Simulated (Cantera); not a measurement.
Cantera run:

```python
import numpy as np
import cantera as ct

gas_names = [...]  # 109 gases of nasa_gas.yaml made of C, Cl, H, Si
cond_names = """
    C(gr) C6H6(L) C7H8(L) C8H18(L),n-octa Si(cr) Si(L) SiC(b)
""".split()


# ... load() reads the species with a 1 bar reference pressure and builds the phases ...
atoms = {
    '(CH3)2SiCl2': {'C': 2, 'H': 6, 'Si': 1, 'CL': 2},
    'CH4': {'C': 1, 'H': 4},
    'H2': {'H': 2},
}
top_T = {'C(gr)': 4500, 'SiC(b)': 3050}  # K; cautious upper limits of use, not melting points


# ... equilibrate(T, P, feed) seeds the gas with the atoms and calls Mixture.equilibrate('TP', solver="vcs", rtol=1e-11, max_steps=5000) ...
results = []
feed = {'(CH3)2SiCl2': 1, 'CH4': 0.024, 'H2': 1.3}  # mol
T = 1600  # K
P = 10000  # Pa
mix = equilibrate(T, P, feed)
results.append((T, P, feed, dict(zip(mix.species_names, mix.species_moles))))
x = sorted(zip(gas.X, gas.species_names), reverse=True)
print(f"T = {T:g} K  P = {P:g} Pa  gas = {mix.phase_moles(0):.4g} mol")
print("   x: " + "  ".join(f"{s} {v:.3e}" for v, s in x if v > 0.0001))
print("   condensed (mol): " + ("  ".join(f"{mix.phase(i).name} {mix.phase_moles(i):.4g}"
      for i in range(1, mix.n_phases) if mix.phase_moles(i) > 1e-12) or "none"))
```

Result:

```
T = 1600 K  P = 10000 Pa  gas = 5.34 mol
   x: H2 6.373e-01  HCL 3.532e-01  SiCL2 7.091e-03  SiCL3 1.354e-03  SiCL4 6.367e-04  SiHCL3 1.659e-04  H 1.373e-04
   condensed (mol): C(gr) 1.073  SiC(b) 0.9506
```

Equilibrium computed with Cantera from the NASA thermochemical tables; the gas is ideal and each condensed phase is pure. The feed counts by its element totals alone. The tables' values for SiCl3 are old estimates; treat these amounts as uncertain.
